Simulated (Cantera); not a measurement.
A closed system holds: 1 mol ZrN, 0.096 mol N₂, equilibrated at 1600 K and 75.0 Torr.

Equilibrium computed with Cantera from the NASA thermochemical tables; the gas is ideal and each condensed phase is pure. Candidate condensed phases: Zr, ZrN; 4 gas species. ZrN: taken at fixed stoichiometry. Rates play no part.

Base state: N₂ 1.00 (mole fractions); condensed: ZrN(s).

Question: What changes in the equilibrium state with this change: ZrN replaced by SiO₂?

Answer: 
| species | before | after |
|---|---|---|
| N₂ | 1.00 | 1.00 |
| ZrN(s), mol | 1.00 | 0 |
| SiO₂(β-quartz), mol | 0 | 1.00 |
The tables hold silica as quartz up to 1696 K and as liquid above; real silica turns to tridymite and cristobalite and melts near 1996 K. Further candidate phases: Si, SiO₂, Si₂N₂O, Si₃N₄.
